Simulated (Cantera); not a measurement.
An isothermal, constant-pressure homogeneous reactor starts with CH4 : N2 = 1 : 3.2 (molar parts), at 1625 K and 39.0 Pa. Integrator tolerance rtol = 1e-08.

Cantera simulation using GRI-Mech 3.0 (53 species, 325 reactions); the numbers are that mechanism's predictions, not measurements. GRI-Mech 3.0 stops at C3 and has no aromatics, soot or wall deposition, so with more carbon than oxygen in the feed, carbon stays in small species such as C2H2 where larger ones or solid carbon would form. Radical loss at walls, strong at low pressure, is not modelled.

Problem. What does this change do: temperature 1625 to 1175 K?

Solution. 
```csv
quantity,before,after
x(CH4) at 8.00 s,0.112 (gas-phase equilibrium 3.28e-6),0.238 (gas-phase equilibrium 0.00113)
x(CH2) at 8.00 s,1.29e-6 (gas-phase equilibrium 2.87e-9),<1e-12 (gas-phase equilibrium 1.37e-12)
x(HCN) at 8.00 s,1.22e-7 (gas-phase equilibrium 0.0922),<1e-12 (gas-phase equilibrium 0.0657)
x(H) at 8.00 s,0.000142 (gas-phase equilibrium 0.00193),1.51e-11 (gas-phase equilibrium 3.35e-6)
x(C2H2) at 8.00 s,0.0458 (gas-phase equilibrium 0.0499),<1e-12 (gas-phase equilibrium 0.0627)
x(C2H6) at 8.00 s,1.32e-5 (gas-phase equilibrium <1e-12),1.34e-11 (gas-phase equilibrium 2.90e-9)
```

Problem. What does this change do: temperature 1625 to 1075 K?

Solution. 
```json
[
 {"quantity": "x(CH4) at 8.00 s", "before": "0.112 (gas-phase equilibrium 3.28e-6)", "after": "0.238 (gas-phase equilibrium 0.00745)"},
 {"quantity": "x(CH2) at 8.00 s", "before": "1.29e-6 (gas-phase equilibrium 2.87e-9)", "after": "<1e-12 (gas-phase equilibrium <1e-12)"},
 {"quantity": "x(HCN) at 8.00 s", "before": "1.22e-7 (gas-phase equilibrium 0.0922)", "after": "<1e-12 (gas-phase equilibrium 0.0571)"},
 {"quantity": "x(H) at 8.00 s", "before": "0.000142 (gas-phase equilibrium 0.00193)", "after": "<1e-12 (gas-phase equilibrium 3.95e-7)"},
 {"quantity": "x(C2H2) at 8.00 s", "before": "0.0458 (gas-phase equilibrium 0.0499)", "after": "<1e-12 (gas-phase equilibrium 0.0639)"},
 {"quantity": "x(C2H6) at 8.00 s", "before": "1.32e-5 (gas-phase equilibrium <1e-12)", "after": "<1e-12 (gas-phase equilibrium 6.50e-8)"}
]
```
